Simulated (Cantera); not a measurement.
A perfectly stirred reactor is fed with CH4 : H2 = 1 : 60 (molar parts), at 1.01 bar; it is held at 1723 K, and followed from long to short residence time.

Detailed kinetics in Cantera: GRI-Mech 3.0 (53 species, 325 reactions). GRI-Mech 3.0 stops at C3 and has no aromatics, soot or wall deposition, so with more carbon than oxygen in the feed, carbon stays in small species such as C2H2 where larger ones or solid carbon would form.

### Question
Predict: x(CH4) at τ = 8.30 s; x(H2) at τ = 8.30 s; x(H) at τ = 8.30 s; x(CH3) at τ = 8.30 s; x(C2H6) at τ = 8.30 s; x(CH4) at τ = 14.0 ms; x(H2) at τ = 14.0 ms; x(H) at τ = 14.0 ms; x(CH3) at τ = 14.0 ms; x(C2H6) at τ = 14.0 ms.

### Answer
```json
{
  "x(CH4) at τ = 8.30 s": "0.00722",
  "x(H2) at τ = 8.30 s": "0.988",
  "x(H) at τ = 8.30 s": "0.000181",
  "x(CH3) at τ = 8.30 s": "2.68e-5",
  "x(C2H6) at τ = 8.30 s": "3.67e-7",
  "x(CH4) at τ = 14.0 ms": "0.0156",
  "x(H2) at τ = 14.0 ms": "0.984",
  "x(H) at τ = 14.0 ms": "0.000176",
  "x(CH3) at τ = 14.0 ms": "5.64e-5",
  "x(C2H6) at τ = 14.0 ms": "9.98e-7"
}
```
